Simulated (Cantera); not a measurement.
Stirred combustor or abatement burner

A perfectly stirred reactor is fed with CH4 : O2 : N2 = 1 : 2.17 : 12 (molar parts), at 3750 Torr; it is adiabatic with a 373 K inlet, and is followed from long to short residence time, starting on the burning branch (τ in s: 0.084, 0.033, 0.013, 0.0052, 0.002, 0.00081, 0.00032, 0.00013, 5e-05, 2e-05).

Computed with Cantera and GRI-Mech 3.0 (53 species, 325 reactions).

```json
[
 {"τ (s)": "0.084", "T (K)": "1851", "x CH4": "7.24e-6", "x O2": "0.0114", "x C2H6": "4.88e-10", "x C2H2": "9.82e-9", "x CH3": "2.17e-6", "x O": "2.71e-5", "x C2H4": "3.95e-9"},
 {"τ (s)": "0.033", "T (K)": "1847", "x CH4": "1.36e-5", "x O2": "0.0115", "x C2H6": "1.48e-9", "x C2H2": "2.46e-8", "x CH3": "4.13e-6", "x O": "4.34e-5", "x C2H4": "1.21e-8"},
 {"τ (s)": "0.013", "T (K)": "1840", "x CH4": "2.55e-5", "x O2": "0.0119", "x C2H6": "4.12e-9", "x C2H2": "5.53e-8", "x CH3": "7.57e-6", "x O": "7.14e-5", "x C2H4": "3.38e-8"},
 {"τ (s)": "0.0052", "T (K)": "1829", "x CH4": "4.76e-5", "x O2": "0.0125", "x C2H6": "1.08e-8", "x C2H2": "1.15e-7", "x CH3": "1.35e-5", "x O": "0.000117", "x C2H4": "8.72e-8"},
 {"τ (s)": "0.0020", "T (K)": "1811", "x CH4": "9.41e-5", "x O2": "0.0136", "x C2H6": "3.02e-8", "x C2H2": "2.41e-7", "x CH3": "2.45e-5", "x O": "0.000191", "x C2H4": "2.28e-7"},
 {"τ (s)": "0.00081", "T (K)": "1782", "x CH4": "0.000190", "x O2": "0.0154", "x C2H6": "8.93e-8", "x C2H2": "5.08e-7", "x CH3": "4.44e-5", "x O": "0.000289", "x C2H4": "5.99e-7"},
 {"τ (s)": "0.00032", "T (K)": "1732", "x CH4": "0.000470", "x O2": "0.0189", "x C2H6": "4.31e-7", "x C2H2": "1.46e-6", "x CH3": "9.25e-5", "x O": "0.000372", "x C2H4": "2.24e-6"},
 {"τ (s)": "0.00013", "T (K)": "373", "x CH4": "0.0659", "x O2": "0.143", "x C2H6": "<1e-12", "x C2H2": "<1e-12", "x CH3": "<1e-12", "x O": "<1e-12", "x C2H4": "<1e-12"},
 {"τ (s)": "5.0e-5", "T (K)": "373", "x CH4": "0.0659", "x O2": "0.143", "x C2H6": "<1e-12", "x C2H2": "<1e-12", "x CH3": "<1e-12", "x O": "<1e-12", "x C2H4": "<1e-12"},
 {"τ (s)": "2.0e-5", "T (K)": "373", "x CH4": "0.0659", "x O2": "0.143", "x C2H6": "<1e-12", "x C2H2": "<1e-12", "x CH3": "<1e-12", "x O": "<1e-12", "x C2H4": "<1e-12"}
]
```
x: mole fraction; the columns are a selection and need not sum to one.
